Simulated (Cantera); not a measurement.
Charge: 1 mol AlN, 8.8 mol H2, at 2748 K and 110000 Pa.

Equilibrium computed with Cantera from the NASA thermochemical tables; the gas is ideal and each condensed phase is pure. Candidate condensed phases: Al, AlN; 13 gas species. Equilibrium is a limit: real reactors are often held back by kinetics, nucleation or transport.

Base state: H2 0.800, Al 0.0874, H 0.0579, N2 0.0473, AlH 0.00694, Al2 0.000149 (mole fractions); condensed: gas only.

Q: What changes in the equilibrium state with this change: H2 from 8.8 to 0.13 mol?

A: 
| species | before | after |
|---|---|---|
| Al | 0.0874 | 0.590 |
| N2 | 0.0473 | 0.308 |
| H2 | 0.800 | 0.0652 |
| H | 0.0579 | 0.0165 |
| AlH | 0.00694 | 0.0134 |
| Al2 | 0.000149 | 0.00680 |
